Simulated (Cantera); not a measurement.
Input: 1 mol Fe, 20 mol CO, 19 mol H₂, equilibrated at 1050 K and 0.120 Torr.

Method: chemical equilibrium by Gibbs-energy minimisation in Cantera with the NASA 1993 tables (ideal gas, pure condensed phases). Candidate condensed phases: C, C₆H₆, C₇H₈, C₈H₁₈, Fe, Fe(CO)₅, FeO, Fe(OH)₂, Fe(OH)₃, Fe₂O₃, Fe₃O₄, H₂O; 114 gas species. Rates play no part.

Base state: CO 0.513, H₂ 0.487 (mole fractions); condensed: Fe(α).

### Question
What changes in the equilibrium state with this change: temperature from 1050 K to 1673.15 K?

### Answer
```tsv
species	before	after
CO	0.513	0.498
H₂	0.487	0.470
Fe	<1e-9	0.0249
H	4.48e-7	0.00618
Fe(α), mol	1.00	0
```
